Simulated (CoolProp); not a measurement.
Octamethyltrisiloxane (MDM) at several states: fugacity coefficient from the reference equation and from simpler models built on Tc = 565.4 K, pc = 1438 kPa, ω = 0.528; each cubic takes its own stable root.

Values from CoolProp's reference Helmholtz-energy equation of state, Thol 2017.

```csv
T (K),p (kPa),phase,reference
211.1,1030,liquid,8.395e-8
453.8,37.9,gas,0.9798
549,3040,liquid,0.3190
347.6,20.5,liquid,0.3455
373.5,122,liquid,0.1637
```

Q: How far does each simpler model (van der Waals, Redlich-Kwong, Soave-Redlich-Kwong, Peng-Robinson) lie from the reference over these 5 states: mean and median of the absolute difference, and the worst?

A: 
- van der Waals: mean 1235851.8 %, median 185.7 %, worst +6178577.8 % at 211.1 K and 1030 kPa
- Redlich-Kwong: mean 5416.8 %, median 184.1 %, worst +26630.2 % at 211.1 K and 1030 kPa
- Soave-Redlich-Kwong: mean 15.4 %, median 0.8 %, worst +71.6 % at 211.1 K and 1030 kPa
- Peng-Robinson: mean 32.2 %, median 2.2 %, worst +151.7 % at 211.1 K and 1030 kPa

At some of these states van der Waals, Redlich-Kwong gives the other phase, because its saturation line lies elsewhere.
